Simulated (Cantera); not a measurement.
Input (Python, Cantera) and output of one run.

```python
import numpy as np
import cantera as ct

gas_names = """
    H HNO HNO2 HNO3 HO2 H2 H2O H2O2 N NH NH2 NH3 NH2OH NO NO2 NO3 N2 N2H2 N2H4 N2O O OH O2 O3
""".split()
cond_names = """
    H2O(s) H2O(L)
""".split()


# ... load() reads the species with a 1 bar reference pressure and builds the phases ...
atoms = {
    'NH3': {'N': 1, 'H': 3},
    'O2': {'O': 2},
    'N2': {'N': 2},
}
top_T = {}  # K; cautious upper limits of use, not melting points


# ... equilibrate(T, P, feed) seeds the gas with the atoms and calls Mixture.equilibrate('TP', solver="vcs", rtol=1e-11, max_steps=5000) ...
results = []
T = 1723  # K
P = 120000  # Pa
for m in [0.12, 0.17, 0.24, 0.34, 0.47, 0.67, 0.95, 1.3, 1.9, 2.7, 3.8]:
    feed = {'NH3': 1, 'O2': m, 'N2': 0.32}  # mol
    mix = equilibrate(T, P, feed)
    results.append((T, P, feed, dict(zip(mix.species_names, mix.species_moles))))

top = {s: max(r[3][s] / sum(r[3][g] for g in gas_names) for r in results) for s in gas_names}
cols = sorted((s for s in top if top[s] > 0.001), key=lambda s: -top[s])[:7]
seen = [c for c in cond_names if any(r[3].get(c, 0) > 1e-12 for r in results)]
print("log10 of partial pressures in bar; condensed amounts in mol")
print(f"{'n(O2)':>10s}" + "".join(f"{s[:9]:>10s}" for s in cols + seen))
for T, P, feed, n in results:
    ng = sum(n[g] for g in gas_names)
    print(f"{feed['O2']:10.4g}" + "".join(f"{np.log10(max(n[s] / ng * P / 1e5, 1e-99)):10.3f}" for s in cols)
          + "".join(f"{n.get(c, 0):10.4g}" for c in seen))
```

Result:

```
log10 of partial pressures in bar; condensed amounts in mol
     n(O2)       H2O        O2        H2        N2        NO
      0.12    -0.906   -10.628    -0.186    -0.373    -7.610
      0.17    -0.755   -10.254    -0.222    -0.373    -7.423
      0.24    -0.605    -9.843    -0.278    -0.373    -7.217
      0.34    -0.454    -9.351    -0.373    -0.373    -6.971
      0.47    -0.313    -8.738    -0.538    -0.373    -6.665
      0.67    -0.159    -7.342    -1.082    -0.373    -5.967
      0.95    -0.147    -1.026    -4.228    -0.409    -2.827
       1.3    -0.203    -0.641    -4.477    -0.466    -2.663
       1.9    -0.286    -0.402    -4.679    -0.549    -2.585
       2.7    -0.376    -0.263    -4.839    -0.640    -2.561
       3.8    -0.475    -0.168    -4.986    -0.740    -2.563
```

Method: chemical equilibrium by Gibbs-energy minimisation in Cantera with the NASA 1993 tables (ideal gas, pure condensed phases).
